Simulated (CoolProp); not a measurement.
Vapour-liquid equilibrium of isopentane (1) + R365MFC (2) at 1.55 MPa; x and y are mole fractions of (1).

Model: multi-fluid Helmholtz-energy mixture model, Lemmon 2006 and Lemmon 2016; pair parameters Bell 2016, in CoolProp.

### Question
Give the bubble temperature and the first vapour's composition at x = 0.2, 0.5, 0.65. Is there an azeotrope?

### Answer
x = 0.2: 407.7 K, y = 0.288; x = 0.5: 401.6 K, y = 0.532; x = 0.65: 401.5 K, y = 0.629. y crosses x between x = 0.5 and 0.65: the model has an azeotrope there.

Pair parameters are fitted to limited data, so mixtures are less certain than the pure fluids.
